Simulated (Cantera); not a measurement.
An adiabatic, constant-pressure homogeneous reactor starts with CO : H2 : CH4 : O2 : N2 = 1 : 0.4 : 0.19 : 1.32 : 8.69 (molar parts), at 1400 K and 1000000 Pa. Integrator tolerance rtol = 1e-08.

Model: GRI-Mech 3.0 (53 species, 325 reactions), integrated in Cantera.

**Question.** What does this change do: initial temperature 1400 to 1600 K?

**Answer.** 
| quantity | before | after |
|---|---|---|
| time of steepest temperature rise | 21.0 µs | 6.41 µs |
| temperature at 0.300 s | 2525 K | 2648 K |
| equilibrium temperature | 2525 K | 2648 K |
| x(CO) at 0.300 s | 0.00902 (gas-phase equilibrium 0.00902) | 0.0150 (gas-phase equilibrium 0.0150) |
| x(H2) at 0.300 s | 0.000984 (gas-phase equilibrium 0.000984) | 0.00162 (gas-phase equilibrium 0.00162) |
| x(CH4) at 0.300 s | <1e-12 (gas-phase equilibrium <1e-12) | <1e-12 (gas-phase equilibrium <1e-12) |
| x(N2O) at 0.300 s | 1.36e-6 (gas-phase equilibrium 1.36e-6) | 1.72e-6 (gas-phase equilibrium 1.72e-6) |
| x(H) at 0.300 s | 0.000280 (gas-phase equilibrium 0.000280) | 0.000596 (gas-phase equilibrium 0.000596) |
| x(C2H) at 0.300 s | <1e-12 (gas-phase equilibrium <1e-12) | <1e-12 (gas-phase equilibrium <1e-12) |

**Question.** What does this change do: pressure from 1000000 Pa to 100000 Pa?

**Answer.** 
| quantity | before | after |
|---|---|---|
| time of steepest temperature rise | 21.0 µs | 92.5 µs |
| temperature at 0.300 s | 2525 K | 2450 K |
| equilibrium temperature | 2525 K | 2450 K |
| x(CO) at 0.300 s | 0.00902 (gas-phase equilibrium 0.00902) | 0.0163 (gas-phase equilibrium 0.0163) |
| x(H2) at 0.300 s | 0.000984 (gas-phase equilibrium 0.000984) | 0.00193 (gas-phase equilibrium 0.00193) |
| x(CH4) at 0.300 s | <1e-12 (gas-phase equilibrium <1e-12) | <1e-12 (gas-phase equilibrium <1e-12) |
| x(N2O) at 0.300 s | 1.36e-6 (gas-phase equilibrium 1.36e-6) | 4.03e-7 (gas-phase equilibrium 4.03e-7) |
| x(H) at 0.300 s | 0.000280 (gas-phase equilibrium 0.000280) | 0.000889 (gas-phase equilibrium 0.000889) |
| x(C2H) at 0.300 s | <1e-12 (gas-phase equilibrium <1e-12) | <1e-12 (gas-phase equilibrium <1e-12) |
